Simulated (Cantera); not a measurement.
Premixed flame

A freely propagating, adiabatic, planar premixed flame of 7.71 % CH₄, 0.494 % H₂, 22.4 % O₂, 69.4 % N₂, unburnt at 650 K and 270000 Pa; unity-Lewis-number transport, grid criteria slope 0.08 and curve 0.16, no radiation.

Computed with Cantera and GRI-Mech 3.0 (53 species, 325 reactions). Unity Lewis numbers drop preferential diffusion, which matters most where H2 and H carry the flame. Burning velocities carry a grid error of a few per cent, more on coarse grids.

```csv
z (mm),T (K),u (m/s),x CH₄,x H₂,x O₂,x C₂H₄,x CH₂O,x HCO
-0.413,651,0.987,0.0771,0.00494,0.224,3.04e-7,1.96e-6,<1e-8
-0.275,657,0.997,0.0767,0.00498,0.223,2.69e-6,1.72e-5,<1e-8
-0.206,674,1.02,0.0757,0.00510,0.221,9.19e-6,5.84e-5,<1e-8
-0.138,753,1.14,0.0710,0.00562,0.214,3.94e-5,0.000240,<1e-8
-0.0688,1094,1.67,0.0494,0.00803,0.179,0.000171,0.000879,1.96e-7
-0.0344,1446,2.23,0.0264,0.0105,0.142,0.000258,0.00109,6.74e-6
0,1808,2.81,0.00511,0.0103,0.0995,0.000110,0.000574,4.10e-5
0.0344,1960,3.04,0.000261,0.00610,0.0799,4.52e-6,6.22e-5,8.44e-6
0.0688,2025,3.13,9.05e-6,0.00476,0.0745,9.13e-8,2.72e-6,4.21e-7
0.138,2104,3.23,2.27e-8,0.00378,0.0707,<1e-8,<1e-8,1.52e-8
0.275,2182,3.33,<1e-8,0.00235,0.0683,<1e-8,<1e-8,<1e-8
0.551,2235,3.40,<1e-8,0.00121,0.0671,<1e-8,<1e-8,<1e-8
1.10,2258,3.43,<1e-8,0.000738,0.0667,<1e-8,<1e-8,<1e-8
```
x: mole fraction of selected species; z is measured from the peak of heat release.

laminar burning velocity: 98.6 cm/s
thermal thickness: 0.138 mm
peak x(C₂H₄): 0.000259
peak x(CH₂O): 0.00109
peak x(HCO): 4.10e-5
grid points: 124
